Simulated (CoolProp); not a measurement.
A closed Brayton cycle with carbon dioxide: compressor inlet 308.15 K and 8.3 MPa, high pressure 27.2 MPa, turbine inlet 880 K, compressor efficiency 0.85, turbine efficiency 0.93, recuperator effectiveness 0.9 (on enthalpy, no pinch check). Each further row changes one setting.

The numbers come from the reference Helmholtz-energy equation of state, Span 1996 in CoolProp.

```
case                           thermal efficiency (%)  net work (kJ/kg)  compressor to turbine work  compressor exit (K)  turbine exit (K)
-----------------------------  ----------------------  ----------------  --------------------------  -------------------  ----------------
as stated                                        39.2               137                        0.19                350.6             728.9
turbine inlet 830 K                               ___               ___                         ___                350.6             684.2
compressor inlet 318.15 K                        37.9               114                         ___                409.4             728.9
high pressure 23.1 MPa                           37.3               122                        0.18                  ___             748.9
recuperator effectiveness 0.5                     ___               137                        0.19                350.6             728.9
```

Question: Some entries are withheld; supply them.

Answer: 
- turbine inlet 830 K, thermal efficiency (%): 37.8
- turbine inlet 830 K, net work (kJ/kg): 126
- turbine inlet 830 K, compressor to turbine work: 0.21
- compressor inlet 318.15 K, compressor to turbine work: 0.33
- high pressure 23.1 MPa, compressor exit (K): 344.0
- recuperator effectiveness 0.5, thermal efficiency (%): 25.9
